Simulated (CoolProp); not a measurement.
Aqueous calcium chloride as a coolant, 5 % by mass, freezing at -2.4 °C, 1 atm.

Computed with CoolProp (Melinder's fits for secondary coolants).

```json
[
 {"T (°C)": "-0.8", "viscosity (mPa s)": "2.03", "density (kg/m³)": "1043", "cp (kJ/(kg K))": "3.872", "conductivity (W/(m K))": "0.558"},
 {"T (°C)": "5.8", "viscosity (mPa s)": "1.65", "density (kg/m³)": "1042", "cp (kJ/(kg K))": "3.874", "conductivity (W/(m K))": "0.569"},
 {"T (°C)": "12.4", "viscosity (mPa s)": "1.37", "density (kg/m³)": "1041", "cp (kJ/(kg K))": "3.878", "conductivity (W/(m K))": "?"},
 {"T (°C)": "19.1", "viscosity (mPa s)": "1.16", "density (kg/m³)": "1040", "cp (kJ/(kg K))": "?", "conductivity (W/(m K))": "0.591"},
 {"T (°C)": "25.7", "viscosity (mPa s)": "1.00", "density (kg/m³)": "1039", "cp (kJ/(kg K))": "?", "conductivity (W/(m K))": "0.602"},
 {"T (°C)": "32.3", "viscosity (mPa s)": "0.876", "density (kg/m³)": "1036", "cp (kJ/(kg K))": "3.904", "conductivity (W/(m K))": "0.613"},
 {"T (°C)": "39", "viscosity (mPa s)": "0.770", "density (kg/m³)": "1033", "cp (kJ/(kg K))": "3.915", "conductivity (W/(m K))": "?"}
]
```

Some entries are withheld; supply them.


- 12.4, conductivity (W/(m K)): 0.580
- 19.1, cp (kJ/(kg K)): 3.885
- 25.7, cp (kJ/(kg K)): 3.894
- 39, conductivity (W/(m K)): 0.624
